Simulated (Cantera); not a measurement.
A perfectly stirred reactor is fed with H₂ : O₂ : N₂ = 0.49 : 1 : 0.98 (molar parts), equivalence ratio 0.24, at 0.133 bar; it is held at 1100 K, and followed from long to short residence time.

Detailed kinetics in Cantera: the H2/O2 subset of GRI-Mech 3.0, which has no nitrogen chemistry. The temperature is held fixed by assumption; the heat of reaction is taken as removed at once.

**Question.** What does this change do: temperature 1100 to 1200 K?

**Answer.** 
```json
[
 {"quantity": "x(H₂) at τ = 17.0 s", "before": "5.64e-5", "after": "3.07e-5"},
 {"quantity": "x(O₂) at τ = 17.0 s", "before": "0.339", "after": "0.339"},
 {"quantity": "x(O) at τ = 17.0 s", "before": "1.29e-5", "after": "1.91e-5"},
 {"quantity": "x(H₂O) at τ = 17.0 s", "before": "0.220", "after": "0.220"},
 {"quantity": "x(H₂O₂) at τ = 17.0 s", "before": "3.49e-7", "after": "1.95e-7"},
 {"quantity": "x(H₂) at τ = 48.0 ms", "before": "0.00245", "after": "0.00139"},
 {"quantity": "x(O₂) at τ = 48.0 ms", "before": "0.339", "after": "0.339"},
 {"quantity": "x(O) at τ = 48.0 ms", "before": "0.000682", "after": "0.00101"},
 {"quantity": "x(H₂O) at τ = 48.0 ms", "before": "0.217", "after": "0.218"},
 {"quantity": "x(H₂O₂) at τ = 48.0 ms", "before": "2.58e-6", "after": "1.73e-6"}
]
```

**Question.** What does this change do: temperature 1100 to 900 K?

**Answer.** 
```csv
quantity,before,after
x(H₂) at τ = 17.0 s,5.64e-5,0.00724
x(O₂) at τ = 17.0 s,0.339,0.342
x(O) at τ = 17.0 s,1.29e-5,1.34e-6
x(H₂O) at τ = 17.0 s,0.220,0.212
x(H₂O₂) at τ = 17.0 s,3.49e-7,0.000184
x(H₂) at τ = 48.0 ms,0.00245,0.0241
x(O₂) at τ = 48.0 ms,0.339,0.347
x(O) at τ = 48.0 ms,0.000682,0.000142
x(H₂O) at τ = 48.0 ms,0.217,0.193
x(H₂O₂) at τ = 48.0 ms,2.58e-6,1.12e-5
```
Radical loss at walls, strong at low pressure, is not modelled. Below about 950 K walls govern HO2 and H2O2 in real vessels.
